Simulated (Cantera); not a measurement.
A perfectly stirred reactor is fed with C3H8 : H2 = 1 : 1.8 (molar parts), at 101000 Pa; it is held at 1198 K, and followed from long to short residence time.

Computed with Cantera and GRI-Mech 3.0 (53 species, 325 reactions). GRI-Mech 3.0 was tuned for natural gas; its chemistry of propane as a main component is partial and can be far from experiment. GRI-Mech 3.0 stops at C3 and has no aromatics, soot or wall deposition, so with more carbon than oxygen in the feed, carbon stays in small species such as C2H2 where larger ones or solid carbon would form.

Task: What does this change do: pressure from 101000 Pa to 1330 Pa?

Result: 
| quantity | before | after |
|---|---|---|
| x(C3H8) at τ = 9.60 s | 0.000918 | 0.00176 |
| x(H2) at τ = 9.60 s | 0.379 | 0.569 |
| x(C2H2) at τ = 9.60 s | 0.0323 | 0.150 |
| x(C2H) at τ = 9.60 s | 8.73e-12 | 8.03e-10 |
| x(CH4) at τ = 9.60 s | 0.415 | 0.199 |
| x(C3H8) at τ = 74.0 ms | 0.0290 | 0.107 |
| x(H2) at τ = 74.0 ms | 0.482 | 0.536 |
| x(C2H2) at τ = 74.0 ms | 0.0115 | 0.00764 |
| x(C2H) at τ = 74.0 ms | 8.97e-12 | 7.82e-11 |
| x(CH4) at τ = 74.0 ms | 0.248 | 0.168 |
Radical loss at walls, strong at low pressure, is not modelled.

Task: What does this change do: temperature 1198 to 1875 K?

Result: 
```
quantity                  before    after
----------------------  --------  -------
x(C3H8) at τ = 9.60 s   0.000918  6.52e-8
x(H2) at τ = 9.60 s        0.379    0.732
x(C2H2) at τ = 9.60 s     0.0323    0.254
x(C2H) at τ = 9.60 s    8.73e-12  2.31e-6
x(CH4) at τ = 9.60 s       0.415   0.0112
x(C3H8) at τ = 74.0 ms    0.0290  8.34e-6
x(H2) at τ = 74.0 ms       0.482    0.717
x(C2H2) at τ = 74.0 ms    0.0115    0.249
x(C2H) at τ = 74.0 ms   8.97e-12  2.41e-6
x(CH4) at τ = 74.0 ms      0.248   0.0302
```

Task: What does this change do: temperature 1198 to 1025 K?

Result: 
```
quantity                  before    after
----------------------  --------  -------
x(C3H8) at τ = 9.60 s   0.000918   0.0241
x(H2) at τ = 9.60 s        0.379    0.421
x(C2H2) at τ = 9.60 s     0.0323  0.00102
x(C2H) at τ = 9.60 s    8.73e-12   <1e-12
x(CH4) at τ = 9.60 s       0.415    0.292
x(C3H8) at τ = 74.0 ms    0.0290    0.294
x(H2) at τ = 74.0 ms       0.482    0.612
x(C2H2) at τ = 74.0 ms    0.0115  1.54e-5
x(C2H) at τ = 74.0 ms   8.97e-12   <1e-12
x(CH4) at τ = 74.0 ms      0.248   0.0469
```
